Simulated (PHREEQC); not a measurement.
Synthetic water in mg/kgw, 70 °C, pH 7.94, pe 8.4: Na 20.2; K 5.07; Ca 11.2; Mg 4.93; Cl 33.9; S(6) as SO4 8.42; Alkalinity as HCO3 46.1; Cu(2) 0.0139.

Valence states are taken as typed.

The numbers come from PHREEQC with the ion-association model, phreeqc.dat.

**Question.** The ionic strength comes out as 0.00243 mol/kgw. What activity coefficients do MgOH+, MgHCO3+, SO4-2, Mg+2, HCO3- get?

**Answer.** MgOH+ 0.94, MgHCO3+ 0.94, SO4-2 0.79, Mg+2 0.79, HCO3- 0.94.

This is a speciation only: nothing precipitates in the calculation. Species that the database lacks are ignored. At this temperature some constants are extrapolated from 25 °C, and those without enthalpy data are left unchanged. The database's constant for dissolved Cu(OH)2 is higher than later reviews accept.
